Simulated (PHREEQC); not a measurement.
Reverse-osmosis permeate: speciation

Synthetic water in mmol/kgw, 25 °C, pH 5.73, pe 10.5:

| constituent | mmol/kgw |
|---|---|
| Na | 0.0964 |
| K | 0.00254 |
| Ca | 0.0276 |
| Mg | 0.0687 |
| Cl | 0.00696 |
| S(6) | 0.0666 |
| Alkalinity (meq/kgw) | 0.165 |
| Cd | 0.00638 |
| Pb | 3.39e-05 |
| F | 5e-05 |
| Cu(2) | 0.0087 |

Valence states are taken as typed.

Computed with PHREEQC (ion-association model, wateq4f.dat).

This is a speciation only: nothing precipitates in the calculation.

Predict the charge-balance error.

charge-balance error 2.7 %.

In which forms is Mg present?

Mg+2 99 %, MgSO4 1.2 % of the Mg.

Complexes and solids missing from the database can't appear.
